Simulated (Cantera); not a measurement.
**Ammonia decomposition in nitride growth gas**

An isothermal, constant-pressure homogeneous reactor starts with NH₃ : N₂ = 1 : 1 (molar parts), at 1448 K and 20.0 Torr.

Cantera simulation using the gas-phase N/H chemistry of the illustrative SiF4/NH3 mechanism in the Surface Chemkin manual (1991); the numbers are that mechanism's predictions, not measurements. Walls and surfaces, which speed up NH3 decomposition in real reactors, are not modelled.

| t (s) | x NH₃ | x N₂H₄ | x N | x N₂ | x H |
|---|---|---|---|---|---|
| 4.00e-6 | 0.500 | <1e-12 | <1e-12 | 0.500 | 1.14e-10 |
| 1.38e-5 | 0.500 | <1e-12 | <1e-12 | 0.500 | 2.85e-10 |
| 4.78e-5 | 0.500 | <1e-12 | <1e-12 | 0.500 | 4.33e-10 |
| 0.000165 | 0.500 | <1e-12 | <1e-12 | 0.500 | 4.46e-10 |
| 0.000570 | 0.500 | <1e-12 | <1e-12 | 0.500 | 4.46e-10 |
| 0.00197 | 0.500 | <1e-12 | <1e-12 | 0.500 | 4.46e-10 |
| 0.00681 | 0.500 | 1.10e-12 | <1e-12 | 0.500 | 4.46e-10 |
| 0.0235 | 0.500 | 1.50e-11 | <1e-12 | 0.500 | 4.54e-10 |
| 0.0812 | 0.500 | 1.86e-10 | <1e-12 | 0.500 | 5.55e-10 |
| 0.281 | 0.500 | 2.17e-9 | 3.22e-12 | 0.500 | 2.01e-9 |
| 0.970 | 0.500 | 1.12e-8 | 5.37e-11 | 0.500 | 2.08e-8 |
| 3.35 | 0.498 | 1.19e-8 | 2.64e-10 | 0.500 | 9.51e-8 |
| 11.6 | 0.492 | 1.12e-8 | 9.77e-10 | 0.500 | 3.38e-7 |
| 40.0 | 0.472 | 9.63e-9 | 2.61e-9 | 0.500 | 1.09e-6 |
x: mole fraction; the columns are a selection and need not sum to one.

Equilibrium at this temperature and pressure: NH₃ 4.78e-7, N₂H₄ <1e-12, N <1e-12, N₂ 0.500, H 4.02e-5 (gas phase only).
